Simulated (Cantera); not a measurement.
Charge: 1 mol CS2, 0.031 mol SO2, held at 550 K and 1 atm.

Cantera equilibrium calculation (NASA polynomials, part measured and part estimated; ideal gas, pure solids and liquids). Candidate condensed phases: C, S; 22 gas species. Gases not in the tables: S3 to S7. Rates play no part.

Base state: CO2 0.887, COS 0.0899, S8 0.0208, CS2 0.00218, CO 0.000253, S2 0.000103 (mole fractions); condensed: C(graphite) + S(l).

Question: What changes in the equilibrium state with this change: temperature from 550 K to 2175 K?

Answer: 
```tsv
species	before	after
CS2	0.00218	0.658
S2	0.000103	0.165
CS	<1e-9	0.119
CO2	0.887	3.48e-8
S8	0.0208	<1e-9
COS	0.0899	0.000313
CO	0.000253	0.0537
S	<1e-9	0.00368
C(graphite), mol	0.967	0.0456
S(l), mol	2.02	0
```
